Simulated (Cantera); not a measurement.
Carbon deposition, reforming and gasification: CH4 + CO2 + H2O

Input: 1 mol CH4, 0.091 mol CO2, 0.023 mol H2O, held at 0.100 bar.

Equilibrium computed with Cantera from the NASA thermochemical tables; the gas is ideal and each condensed phase is pure. Candidate condensed phases: C, C6H6, C7H8, C8H18, H2O; 131 gas species. Ions and electrons are included (thermal ionisation). The numbers say what is thermodynamically allowed, not how fast it happens.

```json
[
 {"T (K)": "2500", "x H2": "0.830", "x H": "0.0724", "x C": "1.66e-6", "x CO": "0.0887", "x C3": "4.97e-6", "x C2H2 (acetylene)": "0.00898", "x C2": "4.58e-7", "x C2H": "5.63e-5", "n C(graphite)": "0.844"},
 {"T (K)": "2750", "x H2": "0.713", "x H": "0.183", "x C": "3.78e-5", "x CO": "0.0836", "x C3": "0.000169", "x C2H2 (acetylene)": "0.0201", "x C2": "1.63e-5", "x C2H": "0.000596", "n C(graphite)": "0.781"},
 {"T (K)": "3000", "x H2": "0.523", "x H": "0.361", "x C": "0.000507", "x CO": "0.0749", "x C3": "0.00312", "x C2H2 (acetylene)": "0.0325", "x C2": "0.000317", "x C2H": "0.00386", "n C(graphite)": "0.647"},
 {"T (K)": "3250", "x H2": "0.291", "x H": "0.548", "x C": "0.00455", "x CO": "0.0618", "x C3": "0.0362", "x C2H2 (acetylene)": "0.0353", "x C2": "0.00387", "x C2H": "0.0159", "n C(graphite)": "0.0926"},
 {"T (K)": "3500", "x H2": "0.144", "x H": "0.708", "x C": "0.0160", "x CO": "0.0521", "x C3": "0.0458", "x C2H2 (acetylene)": "0.00896", "x C2": "0.00951", "x C2H": "0.0139", "n C(graphite)": "0"},
 {"T (K)": "3750", "x H2": "0.0618", "x H": "0.788", "x C": "0.0411", "x CO": "0.0468", "x C3": "0.0359", "x C2H2 (acetylene)": "0.00162", "x C2": "0.0154", "x C2H": "0.00822", "n C(graphite)": "0"},
 {"T (K)": "4000", "x H2": "0.0255", "x H": "0.805", "x C": "0.0829", "x CO": "0.0436", "x C3": "0.0199", "x C2H2 (acetylene)": "0.000244", "x C2": "0.0184", "x C2H": "0.00376", "n C(graphite)": "0"},
 {"T (K)": "4250", "x H2": "0.0110", "x H": "0.797", "x C": "0.127", "x CO": "0.0416", "x C3": "0.00670", "x C2H2 (acetylene)": "2.97e-5", "x C2": "0.0146", "x C2H": "0.00125", "n C(graphite)": "0"},
 {"T (K)": "4500", "x H2": "0.00522", "x H": "0.790", "x C": "0.154", "x CO": "0.0406", "x C3": "0.00143", "x C2H2 (acetylene)": "3.12e-6", "x C2": "0.00815", "x C2H": "0.000321", "n C(graphite)": "0"},
 {"T (K)": "4750", "x H2": "0.00270", "x H": "0.788", "x C": "0.165", "x CO": "0.0401", "x C3": "0.000265", "x C2H2 (acetylene)": "3.43e-7", "x C2": "0.00394", "x C2H": "7.79e-5", "n C(graphite)": "0"},
 {"T (K)": "5000", "x H2": "0.00150", "x H": "0.787", "x C": "0.169", "x CO": "0.0398", "x C3": "5.24e-5", "x C2H2 (acetylene)": "4.41e-8", "x C2": "0.00191", "x C2H": "2.03e-5", "n C(graphite)": "0"}
]
```
x: gas mole fraction; n: condensed amount in mol.

From 2500 K to 3250 K the condensed part is C(graphite). From 3500 K to 5000 K nothing is condensed. The main C-bearing gas is CO at 2500 K and C at 5000 K.
